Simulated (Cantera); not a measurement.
Transport properties of process gases

Gas mixture: 55.4 % O2, 44.6 % CO2, at 0.000350 bar, frozen composition.

Cantera's kinetic-theory transport with the Lennard-Jones parameters of GRI-Mech 3.0, ideal gas; thermal conductivity in the mixture-averaged form.

```csv
T (K),ρ (kg/m³),cp (J/kg/K),μ (µPa s),λ (mW/m/K),Pr,D (cm²/s) CO2,D (cm²/s) H2O,D (cm²/s) O
400,0.000393,939.6,22.5,29.7,0.712,764,983,1400
650,0.000242,1062,32.8,48.5,0.718,1800,2480,3230
900,0.000175,1142,41.3,65.3,0.722,3140,4490,5590
1150,0.000137,1193,48.9,80.6,0.723,4750,6930,8420
1400,0.000112,1228,55.7,94.6,0.724,6600,9760,11700
1650,9.53e-5,1254,62.1,108,0.724,8690,12900,15400
1900,8.28e-5,1274,68.1,120,0.723,11000,16500,19400
2150,7.31e-5,1291,73.9,132,0.722,13500,20300,23800
2400,6.55e-5,1305,79.4,144,0.721,16200,24400,28600
```
D: mixture-averaged diffusion coefficient of that species in the mixture.
